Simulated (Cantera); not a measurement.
What does this Cantera script print?

```python
import numpy as np
import cantera as ct

gas_names = [...]  # 113 gases of nasa_gas.yaml made of C, H, O, Ti
cond_names = """
    C(gr) C6H6(L) C7H8(L) C8H18(L),n-octa H2O(s) H2O(L) Ti(a) Ti(b) Ti(L) TiC(s) TiC(L) TiO(a) TiO(b)
    TiO(L) TiO2(ru) TiO2(L) Ti2O3(a) Ti2O3(b) Ti2O3(L) Ti3O5(a) Ti3O5(b) Ti3O5(L) Ti4O7(s) Ti4O7(L)
""".split()


# ... load() reads the species with a 1 bar reference pressure and builds the phases ...
atoms = {
    'TiO2': {'Ti': 1, 'O': 2},
    'CH4': {'C': 1, 'H': 4},
    'H2': {'H': 2},
}
top_T = {'C(gr)': 4500}  # K; cautious upper limits of use, not melting points


# ... equilibrate(T, P, feed) seeds the gas with the atoms and calls Mixture.equilibrate('TP', solver="vcs", rtol=1e-11, max_steps=5000) ...
results = []
feed = {'TiO2': 1, 'CH4': 0.82, 'H2': 0.45}  # mol
T = 1248  # K
P = 460  # Pa
mix = equilibrate(T, P, feed)
results.append((T, P, feed, dict(zip(mix.species_names, mix.species_moles))))
x = sorted(zip(gas.X, gas.species_names), reverse=True)
print(f"T = {T:g} K  P = {P:g} Pa  gas = {mix.phase_moles(0):.4g} mol")
print("   x: " + "  ".join(f"{s} {v:.3e}" for v, s in x if v > 1e-05))
print("   condensed (mol): " + ("  ".join(f"{mix.phase(i).name} {mix.phase_moles(i):.4g}"
      for i in range(1, mix.n_phases) if mix.phase_moles(i) > 1e-12) or "none"))
```

It prints:

```
T = 1248 K  P = 460 Pa  gas = 2.782 mol
   x: H2 7.512e-01  CO 2.487e-01  H2O 2.782e-05  CH4 1.375e-05
   condensed (mol): TiC(s) 0.128  Ti2O3(b) 0.436
```

These are equilibrium values from Cantera (NASA tables, ideal gas, pure condensed phases), not measurements of a reactor. Mutual solubility and eutectic melting of coexisting phases are not modelled. TiC: taken at fixed stoichiometry.
